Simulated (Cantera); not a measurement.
What does this Cantera script print?

```python
import numpy as np
import cantera as ct

gas_names = """
    Br Br2 H HBr HO2 H2 H2O H2O2 Mg MgBr MgBr2 MgH MgO MgOH MgO2H2 Mg2 O OH O2 O3
""".split()
cond_names = """
    Br2(cr) Br2(L) H2O(s) H2O(L) Mg(cr) Mg(L) MgBr2(s) MgBr2(L) MgO(s) MgO(L) MgO2H2(s)
""".split()


# ... load() reads the species with a 1 bar reference pressure and builds the phases ...
atoms = {
    'MgO': {'Mg': 1, 'O': 1},
    'HBr': {'H': 1, 'Br': 1},
}
top_T = {}  # K; cautious upper limits of use, not melting points


# ... equilibrate(T, P, feed) seeds the gas with the atoms and calls Mixture.equilibrate('TP', solver="vcs", rtol=1e-11, max_steps=5000) ...
results = []
P = 4.1  # Pa
for T in [925, 975, 1025, 1075, 1125, 1175, 1225, 1275, 1325, 1375, 1425, 1475, 1525, 1575]:
    for m in [1.2, 1.6, 2.1, 2.8, 3.7, 4.8, 6.4, 8.4, 11, 14, 19, 25, 33]:
        feed = {'MgO': 1, 'HBr': m}  # mol
        mix = equilibrate(T, P, feed)
        results.append((T, P, feed, dict(zip(mix.species_names, mix.species_moles))))

for T, P, feed, n in results:
    print(f"{T:7g} {feed['HBr']:10.4g}  " + (" + ".join(c for c in cond_names if n.get(c, 0) > 1e-12) or "gas only"))
```

It prints:

```
    925        1.2  MgO(s)
    925        1.6  MgO(s)
    925        2.1  MgO(s)
    925        2.8  MgO(s)
    925        3.7  MgO(s)
    925        4.8  MgO(s)
    925        6.4  MgO(s)
    925        8.4  MgO(s)
    925         11  MgO(s)
    925         14  MgO(s)
    925         19  MgO(s)
    925         25  MgO(s)
    925         33  MgO(s)
    975        1.2  MgO(s)
    975        1.6  MgO(s)
    975        2.1  MgO(s)
    975        2.8  MgO(s)
    975        3.7  MgO(s)
    975        4.8  MgO(s)
    975        6.4  MgO(s)
    975        8.4  MgO(s)
    975         11  MgO(s)
    975         14  MgO(s)
    975         19  MgO(s)
    975         25  MgO(s)
    975         33  MgO(s)
   1025        1.2  MgO(s)
   1025        1.6  MgO(s)
   1025        2.1  MgO(s)
   1025        2.8  MgO(s)
   1025        3.7  MgO(s)
   1025        4.8  MgO(s)
   1025        6.4  MgO(s)
   1025        8.4  MgO(s)
   1025         11  MgO(s)
   1025         14  MgO(s)
   1025         19  MgO(s)
   1025         25  MgO(s)
   1025         33  MgO(s)
   1075        1.2  MgO(s)
   1075        1.6  MgO(s)
   1075        2.1  MgO(s)
   1075        2.8  MgO(s)
   1075        3.7  MgO(s)
   1075        4.8  MgO(s)
   1075        6.4  MgO(s)
   1075        8.4  MgO(s)
   1075         11  MgO(s)
   1075         14  MgO(s)
   1075         19  MgO(s)
   1075         25  MgO(s)
   1075         33  MgO(s)
   1125        1.2  MgO(s)
   1125        1.6  MgO(s)
   1125        2.1  MgO(s)
   1125        2.8  MgO(s)
   1125        3.7  MgO(s)
   1125        4.8  MgO(s)
   1125        6.4  MgO(s)
   1125        8.4  MgO(s)
   1125         11  MgO(s)
   1125         14  MgO(s)
   1125         19  MgO(s)
   1125         25  MgO(s)
   1125         33  gas only
   1175        1.2  MgO(s)
   1175        1.6  MgO(s)
   1175        2.1  MgO(s)
   1175        2.8  MgO(s)
   1175        3.7  MgO(s)
   1175        4.8  MgO(s)
   1175        6.4  MgO(s)
   1175        8.4  MgO(s)
   1175         11  MgO(s)
   1175         14  MgO(s)
   1175         19  MgO(s)
   1175         25  gas only
   1175         33  gas only
   1225        1.2  MgO(s)
   1225        1.6  MgO(s)
   1225        2.1  MgO(s)
   1225        2.8  MgO(s)
   1225        3.7  MgO(s)
   1225        4.8  MgO(s)
   1225        6.4  MgO(s)
   1225        8.4  MgO(s)
   1225         11  MgO(s)
   1225         14  MgO(s)
   1225         19  gas only
   1225         25  gas only
   1225         33  gas only
   1275        1.2  MgO(s)
   1275        1.6  MgO(s)
   1275        2.1  MgO(s)
   1275        2.8  MgO(s)
   1275        3.7  MgO(s)
   1275        4.8  MgO(s)
   1275        6.4  MgO(s)
   1275        8.4  MgO(s)
   1275         11  MgO(s)
   1275         14  MgO(s)
   1275         19  gas only
   1275         25  gas only
   1275         33  gas only
   1325        1.2  MgO(s)
   1325        1.6  MgO(s)
   1325        2.1  MgO(s)
   1325        2.8  MgO(s)
   1325        3.7  MgO(s)
   1325        4.8  MgO(s)
   1325        6.4  MgO(s)
   1325        8.4  MgO(s)
   1325         11  MgO(s)
   1325         14  gas only
   1325         19  gas only
   1325         25  gas only
   1325         33  gas only
   1375        1.2  MgO(s)
   1375        1.6  MgO(s)
   1375        2.1  MgO(s)
   1375        2.8  MgO(s)
   1375        3.7  MgO(s)
   1375        4.8  MgO(s)
   1375        6.4  MgO(s)
   1375        8.4  MgO(s)
   1375         11  MgO(s)
   1375         14  gas only
   1375         19  gas only
   1375         25  gas only
   1375         33  gas only
   1425        1.2  MgO(s)
   1425        1.6  MgO(s)
   1425        2.1  MgO(s)
   1425        2.8  MgO(s)
   1425        3.7  MgO(s)
   1425        4.8  MgO(s)
   1425        6.4  MgO(s)
   1425        8.4  MgO(s)
   1425         11  MgO(s)
   1425         14  gas only
   1425         19  gas only
   1425         25  gas only
   1425         33  gas only
   1475        1.2  MgO(s)
   1475        1.6  MgO(s)
   1475        2.1  MgO(s)
   1475        2.8  MgO(s)
   1475        3.7  MgO(s)
   1475        4.8  MgO(s)
   1475        6.4  MgO(s)
   1475        8.4  MgO(s)
   1475         11  MgO(s)
   1475         14  gas only
   1475         19  gas only
   1475         25  gas only
   1475         33  gas only
   1525        1.2  MgO(s)
   1525        1.6  MgO(s)
   1525        2.1  MgO(s)
   1525        2.8  MgO(s)
   1525        3.7  MgO(s)
   1525        4.8  MgO(s)
   1525        6.4  MgO(s)
   1525        8.4  MgO(s)
   1525         11  MgO(s)
   1525         14  gas only
   1525         19  gas only
   1525         25  gas only
   1525         33  gas only
   1575        1.2  MgO(s)
   1575        1.6  MgO(s)
   1575        2.1  MgO(s)
   1575        2.8  MgO(s)
   1575        3.7  MgO(s)
   1575        4.8  MgO(s)
   1575        6.4  MgO(s)
   1575        8.4  MgO(s)
   1575         11  MgO(s)
   1575         14  gas only
   1575         19  gas only
   1575         25  gas only
   1575         33  gas only
```

Equilibrium computed with Cantera from the NASA thermochemical tables; the gas is ideal and each condensed phase is pure.
